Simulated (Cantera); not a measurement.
**Equilibrium for silicon carbide growth: SiCl4 + C2H4 + H2**

Input: 1 mol SiCl4, 0.24 mol C2H4, 140 mol H2, at 173 Torr.

Cantera equilibrium calculation (NASA polynomials, part measured and part estimated; ideal gas, pure solids and liquids). Candidate condensed phases: C, C6H6, C7H8, C8H18, Si, SiC; 109 gas species. Mutual solubility and eutectic melting of coexisting phases are not modelled. The tables' values for SiCl3 are old estimates; treat these amounts as uncertain. Kinetics and transport are ignored.

```json
[
 {"T (K)": "1148", "x H2": "0.979", "x HCl": "0.0169", "x SiCl2": "0.000641", "x SiHCl3": "0.00136", "x SiCl4": "0.00117", "x SiCl3": "0.000261", "x SiH2Cl2": "0.000198", "n Si(s)": "0.00358", "n SiC(s)": "0.479"},
 {"T (K)": "1173", "x H2": "0.978", "x HCl": "0.0185", "x SiCl2": "0.000794", "x SiHCl3": "0.00111", "x SiCl4": "0.000897", "x SiCl3": "0.000269", "x SiH2Cl2": "0.000175", "n Si(s)": "0.0592", "n SiC(s)": "0.479"},
 {"T (K)": "1198", "x H2": "0.977", "x HCl": "0.0199", "x SiCl2": "0.000951", "x SiHCl3": "0.000872", "x SiCl4": "0.000659", "x SiCl3": "0.000266", "x SiH2Cl2": "0.000151", "n Si(s)": "0.108", "n SiC(s)": "0.479"},
 {"T (K)": "1223", "x H2": "0.976", "x HCl": "0.0210", "x SiCl2": "0.00110", "x SiHCl3": "0.000668", "x SiCl4": "0.000466", "x SiCl3": "0.000254", "x SiH2Cl2": "0.000128", "n Si(s)": "0.148", "n SiC(s)": "0.479"},
 {"T (K)": "1248", "x H2": "0.976", "x HCl": "0.0219", "x SiCl2": "0.00124", "x SiHCl3": "0.000500", "x SiCl4": "0.000319", "x SiCl3": "0.000234", "x SiH2Cl2": "0.000106", "n Si(s)": "0.179", "n SiC(s)": "0.479"},
 {"T (K)": "1273", "x H2": "0.975", "x HCl": "0.0226", "x SiCl2": "0.00136", "x SiHCl3": "0.000367", "x SiCl4": "0.000213", "x SiCl3": "0.000210", "x SiH2Cl2": "8.76e-5", "n Si(s)": "0.202", "n SiC(s)": "0.479"},
 {"T (K)": "1298", "x H2": "0.975", "x HCl": "0.0231", "x SiCl2": "0.00146", "x SiHCl3": "0.000267", "x SiCl4": "0.000140", "x SiCl3": "0.000185", "x SiH2Cl2": "7.15e-5", "n Si(s)": "0.218", "n SiC(s)": "0.479"},
 {"T (K)": "1323", "x H2": "0.974", "x HCl": "0.0235", "x SiCl2": "0.00154", "x SiHCl3": "0.000192", "x SiCl4": "9.12e-5", "x SiCl3": "0.000160", "x SiH2Cl2": "5.81e-5", "n Si(s)": "0.229", "n SiC(s)": "0.479"},
 {"T (K)": "1348", "x H2": "0.974", "x HCl": "0.0237", "x SiCl2": "0.00162", "x SiHCl3": "0.000139", "x SiCl4": "5.94e-5", "x SiCl3": "0.000138", "x SiH2Cl2": "4.71e-5", "n Si(s)": "0.235", "n SiC(s)": "0.479"},
 {"T (K)": "1373", "x H2": "0.974", "x HCl": "0.0238", "x SiCl2": "0.00168", "x SiHCl3": "0.000100", "x SiCl4": "3.88e-5", "x SiCl3": "0.000119", "x SiH2Cl2": "3.83e-5", "n Si(s)": "0.239", "n SiC(s)": "0.479"},
 {"T (K)": "1398", "x H2": "0.974", "x HCl": "0.0239", "x SiCl2": "0.00173", "x SiHCl3": "7.28e-5", "x SiCl4": "2.55e-5", "x SiCl3": "0.000102", "x SiH2Cl2": "3.13e-5", "n Si(s)": "0.240", "n SiC(s)": "0.479"},
 {"T (K)": "1423", "x H2": "0.974", "x HCl": "0.0240", "x SiCl2": "0.00178", "x SiHCl3": "5.33e-5", "x SiCl4": "1.69e-5", "x SiCl3": "8.71e-5", "x SiH2Cl2": "2.56e-5", "n Si(s)": "0.241", "n SiC(s)": "0.479"}
]
```
x: gas mole fraction; n: condensed amount in mol.

From 1148 K to 1423 K the condensed part is Si(s) + SiC(s). The main Si-bearing gas is SiHCl3 at 1148 K and SiCl2 at 1423 K.
